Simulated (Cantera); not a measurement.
**Thermodynamics of silicon oxide and oxynitride deposition, feed HMDSO + H2O**

Charge: 1 mol HMDSO, 5 mol H2O, held at 64000 Pa.

Method: chemical equilibrium by Gibbs-energy minimisation in Cantera with the NASA 1993 tables (ideal gas, pure condensed phases). Candidate condensed phases: C, C6H6, C7H8, C8H18, H2O, Si, SiC, SiO2; 123 gas species. The feed counts by its element totals alone. Mutual solubility and eutectic melting of coexisting phases are not modelled. The tables hold silica as quartz up to 1696 K and as liquid above; real silica turns to tridymite and cristobalite and melts near 1996 K. Gases not in the tables: Si2H6 and higher silanes. Kinetics and transport are ignored.

From 1448 K to 1548 K the condensed part is C(graphite) + SiO2(β-quartz). At 1598 K the condensed part is C(graphite) + SiC(s) + SiO2(β-quartz). At 1648 K the condensed part is SiC(s) + SiO2(β-quartz). From 1698 K to 1848 K the condensed part is SiC(s) + SiO2(condensed). From 1898 K to 2048 K the condensed part is SiC(s). The main Si-bearing gas is SiO throughout.

```json
[
 {"T (K)": "1448", "x H2": "0.873", "x CO": "0.125", "x SiO": "2.78e-6", "x H": "1.08e-5", "x CH4": "0.00163", "x H2O": "0.000177", "x C2H2 (acetylene)": "4.15e-6", "n C(graphite)": "3.98", "n SiO2(β-quartz)": "2.00", "n SiC(s)": "0", "n SiO2(condensed)": "0"},
 {"T (K)": "1498", "x H2": "0.874", "x CO": "0.125", "x SiO": "1.81e-5", "x H": "2.01e-5", "x CH4": "0.00127", "x H2O": "0.000122", "x C2H2 (acetylene)": "7.70e-6", "n C(graphite)": "3.98", "n SiO2(β-quartz)": "2.00", "n SiC(s)": "0", "n SiO2(condensed)": "0"},
 {"T (K)": "1548", "x H2": "0.874", "x CO": "0.125", "x SiO": "0.000104", "x H": "3.60e-5", "x CH4": "0.00100", "x H2O": "8.59e-5", "x C2H2 (acetylene)": "1.37e-5", "n C(graphite)": "3.98", "n SiO2(β-quartz)": "2.00", "n SiC(s)": "0", "n SiO2(condensed)": "0"},
 {"T (K)": "1598", "x H2": "0.846", "x CO": "0.153", "x SiO": "0.000440", "x H": "6.12e-5", "x CH4": "0.000754", "x H2O": "7.32e-5", "x C2H2 (acetylene)": "2.28e-5", "n C(graphite)": "3.20", "n SiO2(β-quartz)": "1.73", "n SiC(s)": "0.260", "n SiO2(condensed)": "0"},
 {"T (K)": "1648", "x H2": "0.748", "x CO": "0.250", "x SiO": "0.00110", "x H": "9.63e-5", "x CH4": "0.000424", "x H2O": "8.83e-5", "x C2H2 (acetylene)": "2.61e-5", "n C(graphite)": "0", "n SiO2(β-quartz)": "0.655", "n SiC(s)": "1.32", "n SiO2(condensed)": "0"},
 {"T (K)": "1698", "x H2": "0.747", "x CO": "0.250", "x SiO": "0.00305", "x H": "0.000156", "x CH4": "0.000227", "x H2O": "0.000101", "x C2H2 (acetylene)": "1.79e-5", "n C(graphite)": "0", "n SiO2(β-quartz)": "0", "n SiC(s)": "1.31", "n SiO2(condensed)": "0.629"},
 {"T (K)": "1748", "x H2": "0.742", "x CO": "0.250", "x SiO": "0.00787", "x H": "0.000246", "x CH4": "0.000126", "x H2O": "0.000113", "x C2H2 (acetylene)": "1.27e-5", "n C(graphite)": "0", "n SiO2(β-quartz)": "0", "n SiC(s)": "1.28", "n SiO2(condensed)": "0.568"},
 {"T (K)": "1798", "x H2": "0.730", "x CO": "0.250", "x SiO": "0.0192", "x H": "0.000376", "x CH4": "7.09e-5", "x H2O": "0.000125", "x C2H2 (acetylene)": "9.06e-6", "n C(graphite)": "0", "n SiO2(β-quartz)": "0", "n SiC(s)": "1.21", "n SiO2(condensed)": "0.421"},
 {"T (K)": "1848", "x H2": "0.705", "x CO": "0.250", "x SiO": "0.0445", "x H": "0.000556", "x CH4": "3.96e-5", "x H2O": "0.000135", "x C2H2 (acetylene)": "6.48e-6", "n C(graphite)": "0", "n SiO2(β-quartz)": "0", "n SiC(s)": "1.04", "n SiO2(condensed)": "0.0771"},
 {"T (K)": "1898", "x H2": "0.699", "x CO": "0.250", "x SiO": "0.0499", "x H": "0.000817", "x CH4": "3.37e-5", "x H2O": "0.000106", "x C2H2 (acetylene)": "9.55e-6", "n C(graphite)": "0", "n SiO2(β-quartz)": "0", "n SiC(s)": "1.00", "n SiO2(condensed)": "0"},
 {"T (K)": "1948", "x H2": "0.699", "x CO": "0.250", "x SiO": "0.0500", "x H": "0.00118", "x CH4": "3.10e-5", "x H2O": "7.99e-5", "x C2H2 (acetylene)": "1.55e-5", "n C(graphite)": "0", "n SiO2(β-quartz)": "0", "n SiC(s)": "1.000", "n SiO2(condensed)": "0"},
 {"T (K)": "1998", "x H2": "0.698", "x CO": "0.250", "x SiO": "0.0499", "x H": "0.00168", "x CH4": "2.87e-5", "x H2O": "6.13e-5", "x C2H2 (acetylene)": "2.45e-5", "n C(graphite)": "0", "n SiO2(β-quartz)": "0", "n SiC(s)": "0.999", "n SiO2(condensed)": "0"},
 {"T (K)": "2048", "x H2": "0.698", "x CO": "0.250", "x SiO": "0.0499", "x H": "0.00234", "x CH4": "2.66e-5", "x H2O": "4.76e-5", "x C2H2 (acetylene)": "3.80e-5", "n C(graphite)": "0", "n SiO2(β-quartz)": "0", "n SiC(s)": "0.999", "n SiO2(condensed)": "0"}
]
```
x: gas mole fraction; n: condensed amount in mol.
